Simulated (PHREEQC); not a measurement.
Solution (25 °C): 0.46 mmol/kgw Ca(OH)2. Closed to the air; pH follows from the charge balance.

Model: ion-association model, phreeqc.dat, run in PHREEQC.

Each row changes one thing in this solution. This is a speciation only: nothing precipitates in the calculation.

```
case                                                   pH  ionic strength (mol/kgw)  CaOH+ (mol/kgw)
--------------------------------------------------  -----  ------------------------  ---------------
as made                                             10.94                   0.00137          5.78e-6
temperature from 25 to 35 °C                        10.62                   0.00137          2.82e-6
Ca(OH)2 replaced by Ca(HCO3)2 at the same molality   8.18                   0.00137          1.01e-8
Ca(OH)2 from 0.00046 to 0.0023 mol/kgw              11.61                   0.00667         0.000115
Ca(OH)2 from 0.00046 to 0.0046 mol/kgw              11.89                    0.0130         0.000388
Ca(OH)2 from 0.00046 to 0.00023 mol/kgw             10.64                  0.000687          1.53e-6
Ca(OH)2 from 0.00046 to 9.2e-05 mol/kgw             10.25                  0.000275          2.56e-7
```

Species that the database lacks are ignored.
